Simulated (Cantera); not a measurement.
Charge: 1 mol HCl, 0.069 mol H2O, at 2825 °C and 2300 Pa.

Equilibrium computed with Cantera from the NASA thermochemical tables; the gas is ideal and each condensed phase is pure. Candidate condensed phases: H2O; 14 gas species. Kinetics and transport are ignored.

Base state: Cl 0.427, H 0.356, HCl 0.115, H2 0.0652, O 0.0249, OH 0.00752, H2O 0.00386, O2 0.000578 (mole fractions); condensed: gas only.

**Question.** What changes in the equilibrium state with this change: HCl replaced by S?

**Answer.** 
```tsv
species	before	after
S	0	0.705
H	0.356	0.112
S2	0	0.102
Cl	0.427	0
HCl	0.115	0
SO	0	0.0544
H2	0.0652	0.00641
O	0.0249	0.00978
SH	0	0.00873
SO2	0	0.000851
S2O	0	8.41e-5
```
Further candidate phases: H2SO4, S.
